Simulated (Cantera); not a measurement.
# Premixed flame

A freely propagating, adiabatic, planar premixed flame of 11.2 % CH4, 0.503 % C2H6, 18.6 % O2, 69.8 % N2, equivalence ratio 1.3, unburnt at 675 K and 1000000 Pa; multicomponent+Soret transport, grid criteria slope 0.08 and curve 0.16, no radiation.

Cantera simulation using GRI-Mech 3.0 (53 species, 325 reactions); the numbers are that mechanism's predictions, not measurements. Burning velocities carry a grid error of a few per cent, more on coarse grids.

```tsv
z (mm)	T (K)	u (m/s)	x CH4	x C2H6	x O2	x CH2	x H	x H2O
-0.223	676	0.537	0.111	0.00502	0.185	<1e-8	<1e-8	0.000273
-0.149	685	0.545	0.110	0.00501	0.184	<1e-8	<1e-8	0.00171
-0.112	711	0.568	0.107	0.00498	0.182	<1e-8	<1e-8	0.00550
-0.0745	837	0.674	0.0969	0.00479	0.171	<1e-8	2.85e-8	0.0216
-0.0372	1306	1.07	0.0636	0.00337	0.123	4.43e-8	1.36e-5	0.0764
-0.0186	1703	1.42	0.0343	0.00160	0.0761	3.17e-6	0.000171	0.123
0	2060	1.73	0.00964	0.000155	0.0309	4.22e-5	0.00107	0.164
0.0186	2228	1.88	0.00161	4.50e-6	0.00879	4.21e-5	0.00226	0.181
0.0372	2280	1.92	0.000289	1.57e-7	0.00239	1.28e-5	0.00262	0.184
0.0745	2308	1.94	2.12e-5	<1e-8	0.000313	9.24e-7	0.00225	0.184
0.149	2325	1.95	8.99e-7	<1e-8	6.52e-5	2.49e-8	0.00152	0.184
0.298	2334	1.96	3.90e-8	<1e-8	2.54e-5	<1e-8	0.000998	0.185
0.596	2337	1.96	<1e-8	<1e-8	1.53e-5	<1e-8	0.000794	0.185
```
x: mole fraction of selected species; z is measured from the peak of heat release.

| Property | Value |
|---|---|
| laminar burning velocity | 53.5 cm/s |
| thermal thickness | 0.0745 mm |
| peak x(CH2) | 5.41e-5 |
| peak x(H) | 0.00262 |
| grid points | 138 |
